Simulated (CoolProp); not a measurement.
The fluoroketone C6F12O (FK-5-1-12) at 293.15 K and 0.00604 MPa is throttled through a valve to 0.00172 MPa with no heat exchange. Each further row changes one setting.

Computed with CoolProp (reference Helmholtz-energy equation of state, McLinden 2015).

```csv
case,temperature change (K),final density (kg/m³)
as stated,-0.1,0.223
outlet pressure 0.000516 MPa,-0.2,0.0670
outlet pressure 0.00224 MPa,-0.1,0.291
```
